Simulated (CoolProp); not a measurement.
Vapour-liquid equilibrium of isohexane (1) + benzene (2) at 0.578 MPa; x and y are mole fractions of (1).

Model: multi-fluid Helmholtz-energy mixture model, Lemmon 2006 and Thol 2012; pair parameters Bell 2016, in CoolProp.

Problem. Give the bubble temperature and the first vapour's composition at x = 0.35, 0.65, 0.95. Is there an azeotrope?

Solution. x = 0.35: 409.3 K, y = 0.462; x = 0.65: 404.2 K, y = 0.709; x = 0.95: 401.1 K, y = 0.957. No azeotrope shows between x = 0.05 and 0.95.

Pair parameters are fitted to limited data, so mixtures are less certain than the pure fluids.
